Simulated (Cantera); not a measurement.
A closed system holds: 1 mol SiH4, 0.58 mol Cl2, 4.1 mol H2, at 1500 K and 1 atm.

Equilibrium computed with Cantera from the NASA thermochemical tables; the gas is ideal and each condensed phase is pure. Candidate condensed phases: Si; 19 gas species. The tables' values for SiCl3 are old estimates; treat these amounts as uncertain. The numbers say what is thermodynamically allowed, not how fast it happens.

Base state: H2 0.880, HCl 0.0819, SiCl2 0.0245, SiCl3 0.00535, SiHCl3 0.00414, SiCl4 0.00372, SiH2Cl2 0.000733, SiH3Cl 3.81e-5 (mole fractions); condensed: Si(s).

Task: What changes in the equilibrium state with this change: temperature from 1500 K to 1725 K?

Result: 
| species | before | after |
|---|---|---|
| H2 | 0.880 | 0.868 |
| HCl | 0.0819 | 0.0934 |
| SiCl2 | 0.0245 | 0.0347 |
| SiCl | 6.66e-7 | 1.39e-5 |
| Cl | 1.23e-6 | 1.43e-5 |
| Si(s), mol | 0.746 | 0 |
| Si(l), mol | 0 | 0.744 |
The tables' values for SiCl3, SiCl are old estimates; treat these amounts as uncertain. Gases not in the tables: Si2H6 and higher silanes.

Task: What changes in the equilibrium state with this change: Cl2 from 0.58 to 0.031 mol?

Result: 
```tsv
species	before	after
H2	0.880	0.990
HCl	0.0819	0.00947
SiCl2	0.0245	0.000291
SiCl4	0.00372	5.25e-7
SiCl3	0.00535	6.93e-6
Si(s), mol	0.746	0.998
```
